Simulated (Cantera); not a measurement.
A closed system holds: 1 mol trisilylamine, 46 mol NH3, 8.5 mol N2, equilibrated at 775 °C and 48.0 Pa.

These are equilibrium values from Cantera (NASA tables, ideal gas, pure condensed phases), not measurements of a reactor. Candidate condensed phases: Si, Si3N4; 18 gas species. The feed counts by its element totals alone. Kinetics and transport are ignored.

Base state: H2 0.710, N2 0.290 (mole fractions); condensed: Si3N4(s).

Question: What changes in the equilibrium state with this change: temperature from 775 °C to 1427 °C?

Answer: 
```csv
species,before,after
H2,0.710,0.691
N2,0.290,0.302
H,2.98e-7,0.00559
Si,<1e-9,0.00141
SiH,<1e-9,3.98e-5
Si2N,<1e-9,1.86e-5
"Si3N4(s), mol",1.00,0
"Si(l), mol",0,2.84
```
The tables' values for SiN are old estimates; treat these amounts as uncertain.
